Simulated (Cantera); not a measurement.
Mixture: CH4 : C2H6 : C3H8 : O2 : N2 = 1 : 0.08 : 1.2 : 11.7 : 43.8 (molar parts), equivalence ratio 0.71, at 1.01 bar, adiabatic and at constant volume. Ignition delay is the time to a rise of 400 K.

Detailed kinetics in Cantera: GRI-Mech 3.0 (53 species, 325 reactions). GRI-Mech 3.0 was tuned for natural gas; its chemistry of propane as a main component is partial and can be far from experiment.

### Question
Predict: delay at 1248 K; delay at 1448 K; delay at 1648 K; delay at 1848 K; apparent activation energy between 1748 and 1948 K.

### Answer
```json
{
  "delay at 1248 K": "2.23 ms",
  "delay at 1448 K": "0.129 ms",
  "delay at 1648 K": "25.5 µs",
  "delay at 1848 K": "10.1 µs",
  "apparent activation energy between 1748 and 1948 K": "100 kJ/mol"
}
```
